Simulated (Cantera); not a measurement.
## Thermodynamics of silicon oxide and oxynitride deposition, feed TEOS + N₂O

Input: 1 mol TEOS, 41 mol N₂O, equilibrated at 0.220 bar.

These are equilibrium values from Cantera (NASA tables, ideal gas, pure condensed phases), not measurements of a reactor. Candidate condensed phases: C, C₆H₆, C₇H₈, C₈H₁₈, H₂O, Si, SiC, SiO₂, Si₂N₂O, Si₃N₄; 151 gas species. The feed counts by its element totals alone. Rates play no part.

```tsv
T (K)	log p N₂	log p H₂O	log p O₂	log p CO₂	log p NO	log p NO₂	n SiO₂(α-quartz)	n SiO₂(β-quartz)
598	-0.87	-1.49	-1.56	-1.58	-8.54	-8.20	1.00	0
623	-0.87	-1.49	-1.56	-1.58	-8.22	-8.09	1.00	0
648	-0.87	-1.49	-1.56	-1.58	-7.92	-7.98	1.00	0
673	-0.87	-1.49	-1.56	-1.58	-7.65	-7.88	1.00	0
698	-0.87	-1.49	-1.56	-1.58	-7.40	-7.79	1.00	0
723	-0.87	-1.49	-1.56	-1.58	-7.16	-7.70	1.00	0
748	-0.87	-1.49	-1.56	-1.58	-6.94	-7.62	1.00	0
773	-0.87	-1.49	-1.56	-1.58	-6.73	-7.55	1.00	0
798	-0.87	-1.49	-1.56	-1.58	-6.54	-7.48	1.00	0
823	-0.87	-1.49	-1.56	-1.58	-6.36	-7.41	1.00	0
848	-0.87	-1.49	-1.56	-1.58	-6.19	-7.35	0	1.00
873	-0.87	-1.49	-1.56	-1.58	-6.02	-7.29	0	1.00
898	-0.87	-1.49	-1.56	-1.58	-5.87	-7.24	0	1.00
```
log p: log10 of the partial pressure in bar; n: condensed amount in mol.

From 598 K to 823 K the condensed part is SiO₂(α-quartz). From 848 K to 898 K the condensed part is SiO₂(β-quartz).
